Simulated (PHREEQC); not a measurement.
Solution (20 °C): 1 mmol/kgw H2S, 0.65 mmol/kgw NaOH and 1.5 mmol/kgw FeCl2. Closed to the air; pH follows from the charge balance.

Computed with PHREEQC (ion-association model, phreeqc.dat).

```tsv
quantity	before	after
pH	5.76	4.99
ionic strength (mol/kgw)	0.00420	0.00443
H2S (mol/kgw)	0.000348	0.000859
HS- (mol/kgw)	2.12e-5	8.87e-6
```

Q: What was changed between the two runs?
A. 0.0018 mol/kgw HF added
B. NaOH from 0.00065 to 0.00013 mol/kgw
C. diluted 5-fold with water
D. FeCl2 left out
E. temperature from 20 to 5 °C

A: B, NaOH from 0.00065 to 0.00013 mol/kgw

Precipitation was switched off in this run. Some of these states are supersaturated (in Mackinawite, FeS(ppt), for instance).
